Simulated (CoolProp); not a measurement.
Vapour-liquid equilibrium of hydrogen chloride (1) + ethane (2) at 1.55 °C; x and y are mole fractions of (1).

Values from CoolProp's multi-fluid Helmholtz-energy mixture model, Thol 2018 and Bücker 2006; pair parameters Bell 2016.

**Question.** Give the bubble pressure and the first vapour's composition at x = 0.5, 0.65, 0.95. Is there an azeotrope?

**Answer.** x = 0.5: 3.341 MPa, y = 0.519; x = 0.65: 3.331 MPa, y = 0.623; x = 0.95: 2.873 MPa, y = 0.912. y crosses x between x = 0.5 and 0.65: the model has an azeotrope there.

The pair parameters rest on a limited set of measurements; away from them the model extrapolates.
